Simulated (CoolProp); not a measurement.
Vapour-liquid equilibrium of R143a (1) + dimethyl ether (2) at 278 kPa; x and y are mole fractions of (1).

Values from CoolProp's multi-fluid Helmholtz-energy mixture model, Lemmon and Jacobsen 2000 and Wu 2011; pair parameters Bell 2016.

```csv
x,"bubble temperature, mixture model (°C)","bubble temperature, Raoult's law (°C)","y, mixture model","y, Raoult's law"
0.05,-1.0,-0.6,0.115,0.109
0.2,-6.6,-5.6,0.377,0.373
0.35,-11.0,-9.9,0.560,0.566
0.5,-14.6,-13.7,0.695,0.711
0.65,-17.6,-17.0,0.803,0.823
0.8,-20.3,-19.9,0.894,0.910
0.95,-22.6,-22.6,0.975,0.980
```

The largest gap from Raoult's law is -1.1 K in bubble temperature, at x = 0.35. No azeotrope shows between x = 0.05 and 0.95.

Pair parameters are fitted to limited data, so mixtures are less certain than the pure fluids.
